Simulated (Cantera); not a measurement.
Input: 1 mol SiH4, 0.08 mol C2H2, 14 mol H2, equilibrated at 0.0190 bar.

Cantera equilibrium calculation (NASA polynomials, part measured and part estimated; ideal gas, pure solids and liquids). Candidate condensed phases: C, C6H6, C7H8, C8H18, Si, SiC; 87 gas species. Mutual solubility and eutectic melting of coexisting phases are not modelled. Gases not in the tables: Si2H6 and higher silanes. Equilibrium is a limit: real reactors are often held back by kinetics, nucleation or transport.

What share of the Si ends up in condensed phases as a function of T (K), at 1250, 1400, 1550, 1700, 1850, 2000, 2150, 2300?


```tsv
T (K)	Si condensed (%)	as
1250	100.0	Si(s) + SiC(s)
1400	100.0	Si(s) + SiC(s)
1550	100.0	Si(s) + SiC(s)
1700	99.9	Si(l) + SiC(s)
1850	99.3	Si(l) + SiC(s)
2000	95.5	Si(l) + SiC(s)
2150	76.1	Si(l) + SiC(s)
2300	9.2	SiC(s)
```
